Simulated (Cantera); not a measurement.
A perfectly stirred reactor is fed with CH₄ : CO : O₂ : N₂ = 1 : 0.17 : 2.94 : 29.1 (molar parts), at 500000 Pa; it is adiabatic with a 823 K inlet, and is followed from long to short residence time, starting on the burning branch (τ in s: 0.033, 0.013, 0.0054, 0.0022, 0.0009, 0.00036, 0.00015, 6e-05, 2.5e-05, 1e-05).

Model: GRI-Mech 3.0 (53 species, 325 reactions), integrated in Cantera.

**Question.** What does this change do: pressure from 500000 Pa to 31000 Pa?

**Answer.** 
```csv
quantity,before,after
"blow-out, bracketed by the residence times tried","burning at 2.20 ms, out at 0.900 ms","burning at 2.20 ms, out at 0.900 ms"
x(CH₄) at τ = 33.0 ms,2.58e-5,3.82e-5
x(CO) at τ = 33.0 ms,0.000383,0.00211
x(O₂) at τ = 33.0 ms,0.0260,0.0268
x(N₂O) at τ = 33.0 ms,1.55e-6,9.96e-8
x(HCO) at τ = 33.0 ms,1.15e-8,2.00e-7
x(CH₄) at τ = 0.360 ms,0.0301,0.0301
x(CO) at τ = 0.360 ms,0.00512,0.00512
x(O₂) at τ = 0.360 ms,0.0885,0.0885
x(N₂O) at τ = 0.360 ms,<1e-12,<1e-12
x(HCO) at τ = 0.360 ms,<1e-12,<1e-12
```

**Question.** What does this change do: pressure from 500000 Pa to 58000 Pa?

**Answer.** 
```tsv
quantity	before	after
blow-out, bracketed by the residence times tried	burning at 2.20 ms, out at 0.900 ms	burning at 0.900 ms, out at 0.360 ms
x(CH₄) at τ = 33.0 ms	2.58e-5	3.39e-5
x(CO) at τ = 33.0 ms	0.000383	0.00130
x(O₂) at τ = 33.0 ms	0.0260	0.0264
x(N₂O) at τ = 33.0 ms	1.55e-6	2.41e-7
x(HCO) at τ = 33.0 ms	1.15e-8	1.06e-7
x(CH₄) at τ = 0.360 ms	0.0301	0.0301
x(CO) at τ = 0.360 ms	0.00512	0.00512
x(O₂) at τ = 0.360 ms	0.0885	0.0885
x(N₂O) at τ = 0.360 ms	<1e-12	<1e-12
x(HCO) at τ = 0.360 ms	<1e-12	<1e-12
```
